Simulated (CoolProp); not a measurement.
Model: reference Helmholtz-energy equation of state, Fiedler 2023, in CoolProp.

Q: For tetrahydrofuran, give the phase and the Z, cp (kJ/(kg K)), speed of sound (m/s), isothermal compressibility (1/MPa) at 331.7 K and 6180 kPa; 189.8 K and 6500 kPa.

A: 
- 331.7 K and 6180 kPa: liquid; Z 0.190, cp 1.84, speed of sound 1160, isothermal compressibility 0.00123
- 189.8 K and 6500 kPa: liquid; Z 0.297, cp 1.48, speed of sound 1820, isothermal compressibility 0.000443
